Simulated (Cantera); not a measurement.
Input (Python, Cantera) and output of one run.

```python
import numpy as np
import cantera as ct

gas_names = [...]  # 136 gases of nasa_gas.yaml made of C, H, N, O
cond_names = """
    C(gr) C6H6(L) C7H8(L) C8H18(L),n-octa H2O(s) H2O(L)
""".split()


# ... load() reads the species with a 1 bar reference pressure and builds the phases ...
atoms = {
    'CH3OH': {'C': 1, 'H': 4, 'O': 1},
    'H2': {'H': 2},
    'N2': {'N': 2},
    'O2': {'O': 2},
}
top_T = {'C(gr)': 4500}  # K; cautious upper limits of use, not melting points


# ... equilibrate(T, P, feed) seeds the gas with the atoms and calls Mixture.equilibrate('TP', solver="vcs", rtol=1e-11, max_steps=5000) ...
results = []
feed = {'CH3OH': 1, 'H2': 78, 'N2': 0.36, 'O2': 0.012}  # mol
P = 13332.2  # Pa
for T in [750, 950, 1150, 1350, 1550, 1750, 1950, 2150, 2350, 2550, 2750]:
    mix = equilibrate(T, P, feed)
    results.append((T, P, feed, dict(zip(mix.species_names, mix.species_moles))))

top = {s: max(r[3][s] / sum(r[3][g] for g in gas_names) for r in results) for s in gas_names}
cols = sorted((s for s in top if top[s] > 1e-06), key=lambda s: -top[s])[:6]
seen = [c for c in cond_names if any(r[3].get(c, 0) > 1e-12 for r in results)]
print("log10 of partial pressures in bar; condensed amounts in mol")
print(f"{'T/K':>10s}" + "".join(f"{s[:9]:>10s}" for s in cols + seen))
for T, P, feed, n in results:
    ng = sum(n[g] for g in gas_names)
    print(f"{T:10.4g}" + "".join(f"{np.log10(max(n[s] / ng * P / 1e5, 1e-99)):10.3f}" for s in cols)
          + "".join(f"{n.get(c, 0):10.4g}" for c in seen))
```

It prints:

```
log10 of partial pressures in bar; condensed amounts in mol
       T/K        H2         H       H2O       CH4        CO        N2
       750    -0.888   -12.944    -2.766    -2.776    -5.340    -3.221
       950    -0.885    -9.697    -3.207    -3.229    -2.977    -3.226
      1150    -0.883    -7.569    -4.071    -4.334    -2.798    -3.229
      1350    -0.883    -6.064    -4.376    -5.539    -2.786    -3.229
      1550    -0.883    -4.943    -4.404    -6.638    -2.786    -3.229
      1750    -0.883    -4.075    -4.406    -7.502    -2.786    -3.229
      1950    -0.884    -3.383    -4.406    -8.187    -2.786    -3.230
      2150    -0.888    -2.819    -4.409    -8.746    -2.788    -3.232
      2350    -0.897    -2.353    -4.415    -9.222    -2.793    -3.237
      2550    -0.920    -1.966    -4.432    -9.655    -2.804    -3.247
      2750    -0.964    -1.647    -4.470   -10.083    -2.824    -3.268
```

Method: chemical equilibrium by Gibbs-energy minimisation in Cantera with the NASA 1993 tables (ideal gas, pure condensed phases).
